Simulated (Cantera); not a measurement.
An isothermal plug-flow reactor at 975 K and 0.829 atm (inlet), inlet velocity 0.89 m/s, active area per volume 100 1/m; feed CH₄ : O₂ : N₂ = 0.0023 : 0.2 : 0.79 (molar parts), equivalence ratio 0.023.

Detailed kinetics in Cantera: Deutschmann's 1995 Pt surface mechanism with GRI-Mech 3.0 gas chemistry. Catalytic surfaces can have several steady states; this one follows from the mechanism file's or the stated starting coverage. Mass transfer to the wall is taken as infinitely fast.

x: gas mole fraction; θ: surface coverage.

```json
[
 {"z (m)": "0.00021", "x CH₄": "0.00232", "x O₂": "0.202", "x H₂O": "3.88e-6", "x CO₂": "1.79e-6", "x CO": "1.52e-7", "θ free Pt": "0.149", "θ O*": "0.851"},
 {"z (m)": "0.0004", "x CH₄": "0.00231", "x O₂": "0.202", "x H₂O": "7.39e-6", "x CO₂": "3.43e-6", "x CO": "2.68e-7", "θ free Pt": "0.149", "θ O*": "0.851"},
 {"z (m)": "0.00077", "x CH₄": "0.00231", "x O₂": "0.202", "x H₂O": "___", "x CO₂": "___", "x CO": "___", "θ free Pt": "0.149", "θ O*": "0.851"},
 {"z (m)": "0.0015", "x CH₄": "0.00230", "x O₂": "0.202", "x H₂O": "2.77e-5", "x CO₂": "1.31e-5", "x CO": "6.72e-7", "θ free Pt": "0.149", "θ O*": "0.851"},
 {"z (m)": "0.0029", "x CH₄": "0.00229", "x O₂": "0.201", "x H₂O": "5.33e-5", "x CO₂": "2.58e-5", "x CO": "8.53e-7", "θ free Pt": "0.149", "θ O*": "0.851"},
 {"z (m)": "0.0056", "x CH₄": "0.00227", "x O₂": "0.201", "x H₂O": "0.000102", "x CO₂": "5.03e-5", "x CO": "9.18e-7", "θ free Pt": "0.149", "θ O*": "0.851"},
 {"z (m)": "0.011", "x CH₄": "0.00222", "x O₂": "0.201", "x H₂O": "0.000199", "x CO₂": "9.85e-5", "x CO": "9.06e-7", "θ free Pt": "0.149", "θ O*": "0.851"},
 {"z (m)": "0.021", "x CH₄": "0.00213", "x O₂": "0.201", "x H₂O": "___", "x CO₂": "___", "x CO": "8.72e-7", "θ free Pt": "0.148", "θ O*": "0.851"}
]
```

Question: Complete the blanks.

Answer: 
- 0.00077, x H₂O: 1.42e-5
- 0.00077, x CO₂: 6.66e-6
- 0.00077, x CO: 4.48e-7
- 0.021, x H₂O: 0.000373
- 0.021, x CO₂: 0.000185
